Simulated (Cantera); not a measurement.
A closed system holds: 1 mol B, 0.37 mol H₂O, 6.8 mol N₂, at 593 Torr.

Equilibrium computed with Cantera from the NASA thermochemical tables; the gas is ideal and each condensed phase is pure. Candidate condensed phases: B, BN, B₂O₃, B₃O₃H₃, H₂O; 39 gas species. Mutual solubility and eutectic melting of coexisting phases are not modelled. Kinetics and transport are ignored.

Problem. Which condensed phases are stable at each of these points (T (K)): 1700, 1775, 1850, 1925, 2000, 2075, 2150, 2225, 2300, 2375?

Solution. 
| T (K) | condensed phases | B condensed (%) |
|---|---|---|
| 1700 | BN(s) + B₂O₃(l) | 96.6 |
| 1775 | BN(s) + B₂O₃(l) | 92.1 |
| 1850 | BN(s) + B₂O₃(l) | 81.5 |
| 1925 | BN(s) | 74.8 |
| 2000 | BN(s) | 73.5 |
| 2075 | BN(s) | 71.7 |
| 2150 | BN(s) | 69.8 |
| 2225 | BN(s) | 67.7 |
| 2300 | BN(s) | 65.9 |
| 2375 | BN(s) | 64.6 |

From 1700 K to 1850 K the condensed part is BN(s) + B₂O₃(l). From 1925 K to 2375 K the condensed part is BN(s).
